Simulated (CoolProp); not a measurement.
Vapour-liquid equilibrium of sulfur hexafluoride (1) + CH2F2 (R32) (2) at 1.72 MPa; x and y are mole fractions of (1).

The numbers come from the multi-fluid Helmholtz-energy mixture model, Guder 2009 and Tillner-Roth 1997; pair parameters Bell 2016 in CoolProp.

```tsv
x	bubble temperature (°C)	y at the bubble point	dew temperature at overall composition x (°C)	liquid density (mol/L)
0.05	17.8	0.188	23.6	18.06
0.125	10.0	0.360	___	17.28
0.2	5.9	0.448	17.3	16.38
0.275	3.8	0.497	13.9	15.45
0.35	2.6	0.528	10.5	14.58
0.425	1.9	0.552	7.0	13.79
0.5	1.4	0.573	3.7	13.09
0.575	1.2	0.596	1.4	___
0.65	1.2	0.624	1.5	11.97
0.725	___	0.660	___	11.52
0.8	2.6	0.710	5.1	11.13
0.875	___	0.782	7.6	10.75
0.95	___	0.894	10.2	10.34
```

Question: Some entries are withheld; supply them.

Answer: 
- 0.125, dew temperature at overall composition x (°C): 20.5
- 0.575, liquid density (mol/L): 12.48
- 0.725, bubble temperature (°C): 1.6
- 0.725, dew temperature at overall composition x (°C): 3.0
- 0.875, bubble temperature (°C): 4.6
- 0.95, bubble temperature (°C): 8.2

y crosses x between x = 0.575 and 0.65: the model has an azeotrope there.

The pair parameters rest on a limited set of measurements; away from them the model extrapolates. With so large a gap from Raoult's law the liquid may split in two, which this calculation doesn't test in full.
